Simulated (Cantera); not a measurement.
A freely propagating, adiabatic, planar premixed flame of 3.10 % CH4, 2.45 % C2H6, 18.7 % O2, 70.5 % N2, 5.28 % CO2, equivalence ratio 0.79, unburnt at 523 K and 0.217 atm; multicomponent transport, grid criteria slope 0.08 and curve 0.16, no radiation.

Model: GRI-Mech 3.0 (53 species, 325 reactions), integrated in Cantera. Burning velocities carry a grid error of a few per cent, more on coarse grids.

Problem. Predict: laminar burning velocity; thermal thickness; peak x(H); peak x(CH2CO); peak x(HCO).

Solution. 
```
Item                          Value
------------------------  ---------
laminar burning velocity  86.4 cm/s
thermal thickness           1.62 mm
peak x(H)                   0.00697
peak x(CH2CO)              0.000331
peak x(HCO)                 4.83e-5
```
